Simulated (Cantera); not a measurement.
A perfectly stirred reactor is fed with CH4 : H2 : O2 : N2 = 1 : 0.96 : 1.91 : 7.17 (molar parts), equivalence ratio 1.3, at 0.650 bar; it is adiabatic with a 550 K inlet, and is followed from long to short residence time, starting on the burning branch (τ in s: 0.031, 0.017, 0.0087, 0.0046, 0.0024, 0.0013, 0.00068, 0.00036, 0.00019, 0.0001, 5.3e-05, 2.8e-05).

Detailed kinetics in Cantera: GRI-Mech 3.0 (53 species, 325 reactions).

Question: Predict: blow-out, bracketed by the residence times tried; x(CH4) at τ = 31.0 ms; x(H2) at τ = 31.0 ms; x(O2) at τ = 31.0 ms; x(NO) at τ = 31.0 ms; x(H2O) at τ = 31.0 ms; x(CH4) at τ = 0.680 ms; x(H2) at τ = 0.680 ms; x(O2) at τ = 0.680 ms; x(NO) at τ = 0.680 ms; x(H2O) at τ = 0.680 ms.

Answer: 
| Quantity | Value |
|---|---|
| blow-out, bracketed by the residence times tried | burning at 53.0 µs, out at 28.0 µs |
| x(CH4) at τ = 31.0 ms | 1.26e-5 |
| x(H2) at τ = 31.0 ms | 0.0513 |
| x(O2) at τ = 31.0 ms | 0.000499 |
| x(NO) at τ = 31.0 ms | 0.000445 |
| x(H2O) at τ = 31.0 ms | 0.209 |
| x(CH4) at τ = 0.680 ms | 0.000142 |
| x(H2) at τ = 0.680 ms | 0.0535 |
| x(O2) at τ = 0.680 ms | 0.00424 |
| x(NO) at τ = 0.680 ms | 0.000196 |
| x(H2O) at τ = 0.680 ms | 0.195 |
